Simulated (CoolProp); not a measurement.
Values from CoolProp's reference Helmholtz-energy equation of state, Span 2003. It is a short technical equation, of lower accuracy than the large ones.

### Question
Give the vapour pressure (MPa), liquid density (kg/m³), vapour density (kg/m³), liquid cp (kJ/(kg K)) of saturated n-heptane at -13.35, 89.95 °C.

### Answer
| T (°C) | p (MPa) | liquid density (kg/m³) | vapour density (kg/m³) | liquid cp (kJ/(kg K)) |
|---|---|---|---|---|
| -13.35 | 0.000635 | 712 | 0.0295 | 2.11 |
| 89.95 | 0.0785 | 622 | 2.73 | 2.52 |
